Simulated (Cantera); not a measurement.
Feed: 1 mol Si3N4, 0.05 mol CO2, 44 mol N2, equilibrated at 1825 °C.

Cantera equilibrium calculation (NASA polynomials, part measured and part estimated; ideal gas, pure solids and liquids). Candidate condensed phases: C, Si, SiC, SiO2, Si2N2O, Si3N4; 34 gas species. Mutual solubility and eutectic melting of coexisting phases are not modelled. Equilibrium is a limit: real reactors are often held back by kinetics, nucleation or transport.

Problem. At 10.0 bar, list the 3 most abundant gas species with their mole fractions, and the condensed phases.

Solution. N2 0.998, CO 0.00113, SiO 0.000693. Condensed: Si2N2O(s) + Si3N4(s).
